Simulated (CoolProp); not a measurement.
Properties of propylene along the isotherm 548.5 K (Tc = 364.2 K, pc = 4.555 MPa, ω = 0.146).

Computed with CoolProp (reference Helmholtz-energy equation of state, Lemmon 2013).

```json
[
 {"p (MPa)": "0.072", "phase": "gas", "density (kg/m³)": "0.6653", "cp (kJ/(kg K))": "2.417", "viscosity (µPa s)": "15.3", "Prandtl number": "0.743"},
 {"p (MPa)": "0.128", "phase": "gas", "density (kg/m³)": "1.184", "cp (kJ/(kg K))": "2.418", "viscosity (µPa s)": "15.3", "Prandtl number": "0.742"},
 {"p (MPa)": "0.228", "phase": "gas", "density (kg/m³)": "2.113", "cp (kJ/(kg K))": "2.421", "viscosity (µPa s)": "15.3", "Prandtl number": "0.741"},
 {"p (MPa)": "0.405", "phase": "gas", "density (kg/m³)": "3.766", "cp (kJ/(kg K))": "2.426", "viscosity (µPa s)": "15.4", "Prandtl number": "0.739"},
 {"p (MPa)": "0.72", "phase": "gas", "density (kg/m³)": "6.734", "cp (kJ/(kg K))": "2.434", "viscosity (µPa s)": "15.5", "Prandtl number": "0.737"},
 {"p (MPa)": "1.28", "phase": "gas", "density (kg/m³)": "12.10", "cp (kJ/(kg K))": "2.450", "viscosity (µPa s)": "15.7", "Prandtl number": "0.735"},
 {"p (MPa)": "2.28", "phase": "gas", "density (kg/m³)": "21.95", "cp (kJ/(kg K))": "2.481", "viscosity (µPa s)": "16.1", "Prandtl number": "0.741"},
 {"p (MPa)": "4.05", "phase": "gas", "density (kg/m³)": "40.27", "cp (kJ/(kg K))": "2.541", "viscosity (µPa s)": "17.0", "Prandtl number": "0.769"},
 {"p (MPa)": "7.2", "phase": "supercritical", "density (kg/m³)": "75.50", "cp (kJ/(kg K))": "2.663", "viscosity (µPa s)": "19.1", "Prandtl number": "0.859"},
 {"p (MPa)": "12.8", "phase": "supercritical", "density (kg/m³)": "143.5", "cp (kJ/(kg K))": "2.889", "viscosity (µPa s)": "23.8", "Prandtl number": "1.07"},
 {"p (MPa)": "22.8", "phase": "supercritical", "density (kg/m³)": "248.5", "cp (kJ/(kg K))": "3.033", "viscosity (µPa s)": "33.7", "Prandtl number": "1.34"}
]
```

Viscosity comes from a separate model (Huber 2003), an estimate that may be off by 10 % or more. Thermal conductivity comes from a separate model (Huber 2003), an estimate that may be off by 10 % or more.
